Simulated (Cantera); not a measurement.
Feed: 1 mol FeS, 2.6 mol O2, 1.3 mol N2, held at 0.230 bar.

These are equilibrium values from Cantera (NASA tables, ideal gas, pure condensed phases), not measurements of a reactor. Candidate condensed phases: Fe, FeO, FeS, FeSO4, FeS2, Fe2O3, Fe2(SO4)3, Fe3O4, S; 19 gas species. Equilibrium is a limit: real reactors are often held back by kinetics, nucleation or transport.

x: gas mole fraction; n: condensed amount in mol.

```
T (K)   x N2   x SO2   x O2     x SO3  x NO  n Fe2O3(s)  n Fe2(SO4)3(s)  n Fe3O4(s)
-----  -----  ------  -----  --------  ----  ----------  --------------  ----------
875    0.710  0.0273  0.205    0.0575     ?       0.218           0.282           0
975    0.438   0.216  0.226     0.120     ?       0.500               0           0
1075   0.423   0.273  0.251    0.0523     ?       0.500               0           0
1175   0.417   0.298  0.261    0.0231     ?       0.500               0           0
1275   0.415   0.308  0.266    0.0111     ?       0.500               0           0
1375   0.414   0.313  0.267   0.00582     ?       0.500               0           0
1475   0.413   0.315  0.268   0.00333     ?       0.500               0           0
1575   0.412   0.316  0.268   0.00204     ?       0.500               0           0
1675   0.401   0.308  0.287   0.00133     ?           0               0       0.333
1775   0.401   0.308  0.287  0.000910     ?           0               0       0.333
```

Problem. What belongs in the gaps?

Solution. 
- 875, x NO: 6.10e-6
- 975, x NO: 1.82e-5
- 1075, x NO: 5.40e-5
- 1175, x NO: 0.000131
- 1275, x NO: 0.000274
- 1375, x NO: 0.000514
- 1475, x NO: 0.000884
- 1575, x NO: 0.00142
- 1675, x NO: 0.00220
- 1775, x NO: 0.00318
